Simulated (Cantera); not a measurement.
An adiabatic, constant-pressure homogeneous reactor starts with 4.30 % C₂H₄, 18.2 % O₂, 68.4 % N₂, 9.04 % H₂O, equivalence ratio 0.71, at 1600 K and 63000 Pa.

Detailed kinetics in Cantera: GRI-Mech 3.0 (53 species, 325 reactions). GRI-Mech 3.0 was tuned for natural gas; its chemistry of ethylene as a main component is partial and can be far from experiment.

Predict: time of steepest temperature rise; temperature at 4.00 s; equilibrium temperature; x(O₂) at 4.00 s; x(H₂O) at 4.00 s; x(HO₂) at 4.00 s.


```
Item                                                                 Value
---------------------------------  ---------------------------------------
time of steepest temperature rise                                  37.2 µs
temperature at 4.00 s                                               2603 K
equilibrium temperature                                             2603 K
x(O₂) at 4.00 s                      0.0528 (gas-phase equilibrium 0.0528)
x(H₂O) at 4.00 s                       0.152 (gas-phase equilibrium 0.152)
x(HO₂) at 4.00 s                   7.20e-6 (gas-phase equilibrium 7.20e-6)
```
